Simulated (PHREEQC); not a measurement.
Dissolve 6.9 mmol/kgw Na3PO4 and 0.25 mmol/kgw K3PO4 at 25 °C. Closed to the air; pH follows from the charge balance.

Computed with PHREEQC (ion-association model, wateq4f.dat).

| quantity | before | after |
|---|---|---|
| pH | 11.62 | 2.37 |
| ionic strength (mol/kgw) | 0.0326 | 0.0176 |
| H2PO4- (mol/kgw) | 1.15e-7 | 0.000161 |

What was changed between the two runs?
(A) diluted 100-fold with water
(B) Na3PO4 replaced by NaHSO4 at the same molality
(C) Na3PO4 from 0.0069 to 0.00138 mol/kgw
(D) Na3PO4 replaced by NaBr at the same molality
(E) Na3PO4 replaced by NaF at the same molality

B, Na3PO4 replaced by NaHSO4 at the same molality

Precipitation was switched off in this run. H3PO4, which wateq4f.dat lacks, is added to it with the constant of phreeqc.dat.
